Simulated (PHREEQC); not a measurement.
# Acid mine or pickling water: speciation

Model water analysis in mg/kgw, 25 °C, pH 4.15, pe 12.6:

| constituent | mg/kgw |
|---|---|
| Na | 41.6 |
| K | 1.37 |
| Ca | 1120 |
| Mg | 132 |
| Cl | 708 |
| S(6) as SO4 | 2520 |
| Mn(2) | 0.435 |
| F | 1.49 |

Valence states are taken as typed.

Equilibrium calculation in PHREEQC: ion-association model, phreeqc.dat.

```json
{
  "ionic_strength": "0.0883 mol/kgw",
  "specific_conductance": "5070 µS/cm",
  "density": "1.001 g/cm³",
  "total_alkalinity": "-0.149 meq/kg",
  "charge_balance_error": "-3.8 %"
}
```

```csv
species,molality,activity,log γ
Cl-,0.0200,0.0155,-0.110
Ca+2,0.0195,0.00791,-0.393
SO4-2,0.0157,0.00610,-0.411
CaSO4,0.00840,0.00857,0.009
Mg+2,0.00342,0.00143,-0.377
MgSO4,0.00201,0.00205,0.009
Na+,0.00176,0.00139,-0.101
H+,8.52e-5,7.08e-5,-0.081
```

No solid was allowed to form. Saturation is exceeded, for instance for Gypsum; the values hold only as long as no solid forms.
